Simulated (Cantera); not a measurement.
# Thermodynamics of silicon epitaxy and polysilicon growth, feed SiHCl₃ + N₂

Charge: 1 mol SiHCl₃, 19 mol N₂, equilibrated at 1298 K.

Method: chemical equilibrium by Gibbs-energy minimisation in Cantera with the NASA 1993 tables (ideal gas, pure condensed phases). Candidate condensed phases: NH₄Cl, Si, Si₃N₄; 28 gas species. N₂ is the only nitrogen source here; it is nearly inert below about 1500 K, so the nitride shown seldom forms there in practice. The tables' values for SiCl₃ are old estimates; treat these amounts as uncertain. The numbers say what is thermodynamically allowed, not how fast it happens.

```json
[
 {"P (Pa)": "100", "log p N₂": "-3.04", "log p HCl": "-4.35", "log p SiCl₄": "-4.90", "log p SiCl₂": "-4.78", "log p SiCl₃": "-5.23", "log p H₂": "-5.69", "n Si₃N₄(s)": "0.0922"},
 {"P (Pa)": "460", "log p N₂": "-2.37", "log p HCl": "-3.68", "log p SiCl₄": "-4.05", "log p SiCl₂": "-4.57", "log p SiCl₃": "-4.70", "log p H₂": "-5.01", "n Si₃N₄(s)": "0.132"},
 {"P (Pa)": "2100", "log p N₂": "-1.71", "log p HCl": "-3.03", "log p SiCl₄": "-3.31", "log p SiCl₂": "-4.42", "log p SiCl₃": "-4.26", "log p H₂": "-4.29", "n Si₃N₄(s)": "0.148"},
 {"P (Pa)": "9600", "log p N₂": "-1.05", "log p HCl": "-2.38", "log p SiCl₄": "-2.62", "log p SiCl₂": "-4.30", "log p SiCl₃": "-3.85", "log p H₂": "-3.55", "n Si₃N₄(s)": "0.152"},
 {"P (Pa)": "44000", "log p N₂": "-0.39", "log p HCl": "-1.73", "log p SiCl₄": "-1.94", "log p SiCl₂": "-4.18", "log p SiCl₃": "-3.45", "log p H₂": "-2.81", "n Si₃N₄(s)": "0.153"},
 {"P (Pa)": "200000", "log p N₂": "0.27", "log p HCl": "-1.09", "log p SiCl₄": "-1.28", "log p SiCl₂": "-4.06", "log p SiCl₃": "-3.06", "log p H₂": "-2.08", "n Si₃N₄(s)": "0.151"}
]
```
log p: log10 of the partial pressure in bar; n: condensed amount in mol.

From 1.00 mbar to 2.00 bar the condensed part is Si₃N₄(s). The main Si-bearing gas is SiCl₂ at 1.00 mbar and SiCl₄ at 2.00 bar. The share of Si in condensed phases is highest at 0.440 bar (45.8 %) and lowest at 1.00 mbar (27.7 %).
